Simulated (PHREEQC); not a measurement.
# Phosphoric acid bath

Dissolve 0.03 mol H3PO4, 0.0039 mol K2HPO4 and 0.00014 mol ZnSO4 per kg of water at 25 °C. It is in equilibrium with CO2 at log p = -3.4 (atm). Otherwise closed; pH follows from the charge balance.

Equilibrium calculation in PHREEQC: ion-association model, wateq4f.dat.

Precipitation was switched off in this run.

Q: What pH, ionic strength does the model give?

A: pH 2.10; ionic strength 0.0172 mol/kgw.

Q: In which forms is P present?

A: H3PO4 51 %, H2PO4- 49 % of the P.

Species that the database lacks are ignored. H3PO4, which wateq4f.dat lacks, is added to it with the constant of phreeqc.dat. The database has no phosphate complexes of Zn.
